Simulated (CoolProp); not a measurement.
Computed with CoolProp (reference Helmholtz-energy equation of state, Setzmann 1991).

Q: For methane, give the phase and the Z, speed of sound (m/s), Joule-Thomson coefficient (K/MPa), expansivity (1/kK) at 375 K and 5.05 MPa.

A: 
- 375 K and 5.05 MPa: supercritical; Z 0.971, speed of sound 497, Joule-Thomson coefficient 2.36, expansivity 3.11
